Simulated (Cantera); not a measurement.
Feed: 1 mol AlCl3, 5.3 mol O2, 420 mol N2, held at 0.100 bar.

Method: chemical equilibrium by Gibbs-energy minimisation in Cantera with the NASA 1993 tables (ideal gas, pure condensed phases). Candidate condensed phases: Al, AlCl3, AlN, Al2O3; 24 gas species. Kinetics and transport are ignored.

### Question
At 2125 K, list the 5 most abundant gas species with their mole fractions, and the condensed phases.

### Answer
N2 0.981, O2 0.00916, Cl 0.00700, NO 0.00247, O 0.000500. Condensed: Al2O3(s).
